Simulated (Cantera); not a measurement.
Feed: 1 mol trisilylamine, 2.3 mol N2, 0.47 mol H2, equilibrated at 1375 °C and 1330 Pa.

Equilibrium computed with Cantera from the NASA thermochemical tables; the gas is ideal and each condensed phase is pure. Candidate condensed phases: Si, Si3N4; 18 gas species. The feed counts by its element totals alone. Equilibrium is a limit: real reactors are often held back by kinetics, nucleation or transport.

Problem. What is the equilibrium state?

Solution. 
```json
{
 "x(H2)": "0.861",
 "x(N2)": "0.139",
 "x(H)": "0.000715",
 "x(Si)": "9.80e-6",
 "x(SiH2)": "3.70e-6",
 "x(SiH)": "1.93e-6",
 "n(Si3N4(s))": "1.000 mol",
 "gas_amount": "5.772 mol",
 "log10 activity of Si(s) (absent)": "-0.29"
}
```
